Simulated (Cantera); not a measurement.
A Cantera script and what it prints.

```python
import numpy as np
import cantera as ct

gas_names = """
    H HNO HNO2 HNO3 HO2 H2 H2O H2O2 N NH NH2 NH3 NH2OH NO NO2 NO3 N2 N2H2 N2H4 N2O O OH O2 O3 Pb PbO Pb2
""".split()
cond_names = """
    H2O(s) H2O(L) Pb(cr) Pb(L) PbO(rd) PbO(yw) PbO(L) PbO2(s) Pb3O4(s)
""".split()


def load(file, names, dense=False):
    # The tables refer to 1 bar. Condensed volumes are neglected.
    table = {s.name: s for s in ct.Species.list_from_file(file)}
    out = []
    for n in names:
        d = dict(table[n].input_data)
        d["thermo"] = dict(d["thermo"], **{"reference-pressure": 1e5})
        if dense:
            d["equation-of-state"] = {"model": "constant-volume", "density": "1e6 g/cm^3"}
        out.append(ct.Species.from_dict(d))
    return out


gas = ct.Solution(thermo="ideal-gas", species=load("nasa_gas.yaml", gas_names))
cond = {s.name: ct.Solution(thermo="fixed-stoichiometry", species=[s], name=s.name)
        for s in load("nasa_condensed.yaml", cond_names, dense=True)}
atoms = {
    'PbO': {'Pb': 1, 'O': 1},
    'H2': {'H': 2},
    'N2': {'N': 2},
}
top_T = {'Pb3O4(s)': 820}  # K; cautious upper limits of use, not melting points


def equilibrate(T, P, feed):
    n = {}
    for name, mol in feed.items():
        for a, k in atoms[name].items():
            n[a] = n.get(a, 0.0) + k * mol
    gas.TPX = T, P, n
    mass = sum(n.values()) * gas.mean_molecular_weight
    gas.equilibrate("TP")
    valid = [c for c in cond.values() if c.min_temp <= T <= top_T.get(c.name, c.max_temp)]
    mix = ct.Mixture([(gas, mass / gas.mean_molecular_weight)] + [(c, 0.0) for c in valid])
    mix.T, mix.P = T, P
    mix.equilibrate("TP", solver="vcs", rtol=1e-11, max_steps=5000)
    return mix


results = []
feed = {'PbO': 1, 'H2': 6.2, 'N2': 0.35}  # mol
P = 950000  # Pa
for T in [573, 623, 673, 723, 773, 823, 873, 923, 973, 1023, 1073, 1123, 1173, 1223]:
    mix = equilibrate(T, P, feed)
    results.append((T, P, feed, dict(zip(mix.species_names, mix.species_moles))))
    x = sorted(zip(gas.X, gas.species_names), reverse=True)
    print(f"T = {T:g} K  P = {P:g} Pa  gas = {mix.phase_moles(0):.4g} mol")
    print("   x: " + "  ".join(f"{s} {v:.3e}" for v, s in x if v > 1e-06))
    print("   condensed (mol): " + ("  ".join(f"{mix.phase(i).name} {mix.phase_moles(i):.4g}"
          for i in range(1, mix.n_phases) if mix.phase_moles(i) > 1e-12) or "none"))
```

Output:

```
T = 573 K  P = 950000 Pa  gas = 6.151 mol
   x: H2 7.481e-01  H2O 1.626e-01  NH3 6.490e-02  N2 2.445e-02
   condensed (mol): Pb(cr) 1
T = 623 K  P = 950000 Pa  gas = 6.327 mol
   x: H2 7.690e-01  H2O 1.581e-01  N2 3.767e-02  NH3 3.531e-02
   condensed (mol): Pb(L) 1
T = 673 K  P = 950000 Pa  gas = 6.43 mol
   x: H2 7.807e-01  H2O 1.555e-01  N2 4.507e-02  NH3 1.872e-02
   condensed (mol): Pb(L) 1
T = 723 K  P = 950000 Pa  gas = 6.483 mol
   x: H2 7.866e-01  H2O 1.542e-01  N2 4.884e-02  NH3 1.028e-02
   condensed (mol): Pb(L) 1
T = 773 K  P = 950000 Pa  gas = 6.511 mol
   x: H2 7.897e-01  H2O 1.536e-01  N2 5.078e-02  NH3 5.950e-03
   condensed (mol): Pb(L) 1
T = 823 K  P = 950000 Pa  gas = 6.526 mol
   x: H2 7.913e-01  H2O 1.532e-01  N2 5.181e-02  NH3 3.631e-03
   condensed (mol): Pb(L) 1
T = 873 K  P = 950000 Pa  gas = 6.535 mol
   x: H2 7.923e-01  H2O 1.530e-01  N2 5.240e-02  NH3 2.326e-03
   condensed (mol): Pb(L) 1
T = 923 K  P = 950000 Pa  gas = 6.54 mol
   x: H2 7.928e-01  H2O 1.529e-01  N2 5.274e-02  NH3 1.555e-03
   condensed (mol): Pb(L) 1
T = 973 K  P = 950000 Pa  gas = 6.543 mol
   x: H2 7.931e-01  H2O 1.528e-01  N2 5.295e-02  NH3 1.080e-03
   condensed (mol): Pb(L) 1
T = 1023 K  P = 950000 Pa  gas = 6.545 mol
   x: H2 7.933e-01  H2O 1.528e-01  N2 5.309e-02  NH3 7.756e-04  Pb 2.807e-06
   condensed (mol): Pb(L) 1
T = 1073 K  P = 950000 Pa  gas = 6.546 mol
   x: H2 7.935e-01  H2O 1.528e-01  N2 5.318e-02  NH3 5.733e-04  Pb 7.693e-06
   condensed (mol): Pb(L) 0.9999
T = 1123 K  P = 950000 Pa  gas = 6.547 mol
   x: H2 7.936e-01  H2O 1.527e-01  N2 5.324e-02  NH3 4.347e-04  Pb 1.924e-05
   condensed (mol): Pb(L) 0.9999
T = 1173 K  P = 950000 Pa  gas = 6.548 mol
   x: H2 7.936e-01  H2O 1.527e-01  N2 5.328e-02  NH3 3.371e-04  Pb 4.440e-05
   condensed (mol): Pb(L) 0.9997
T = 1223 K  P = 950000 Pa  gas = 6.549 mol
   x: H2 7.936e-01  H2O 1.527e-01  N2 5.331e-02  NH3 2.667e-04  Pb 9.553e-05
   condensed (mol): Pb(L) 0.9994
```

These are equilibrium values from Cantera (NASA tables, ideal gas, pure condensed phases), not measurements of a reactor.
